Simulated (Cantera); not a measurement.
## Equilibrium for calcination and drying: K₂CO₃ + C + CO₂

A closed system holds: 1 mol K₂CO₃, 0.015 mol C, 0.036 mol CO₂, at 10.0 mbar.

These are equilibrium values from Cantera (NASA tables, ideal gas, pure condensed phases), not measurements of a reactor. Candidate condensed phases: C, K, KO₂, K₂CO₃, K₂O, K₂O₂; 15 gas species. The numbers say what is thermodynamically allowed, not how fast it happens.

```
T (K)  log p K  log p CO₂  log p CO  log p O₂  log p O  log p KO  log p K₂  n K₂CO₃(l)
-----  -------  ---------  --------  --------  -------  --------  --------  ----------
1225     -3.12      -2.36     -2.32      <-14     <-14    -11.18     -7.74       0.998
1375     -2.41      -2.25     -3.32    -10.26   -11.33     -8.13     -6.59       0.976
1525     -2.37      -2.25     -5.30     -4.21    -7.35     -5.13     -6.73       0.968
1675     -2.25      -2.53     -5.38     -2.87    -5.90     -4.40     -6.69           0
1825     -2.25      -2.53     -4.67     -2.87    -5.25     -4.44     -6.86           0
1975     -2.25      -2.54     -4.08     -2.86    -4.69     -4.48     -7.00           0
2125     -2.26      -2.57     -3.60     -2.84    -4.20     -4.51     -7.14           0
```
log p: log10 of the partial pressure in bar; n: condensed amount in mol.

From 1225 K to 1525 K the condensed part is K₂CO₃(l). From 1675 K to 2125 K nothing is condensed. The main K-bearing gas is K throughout.
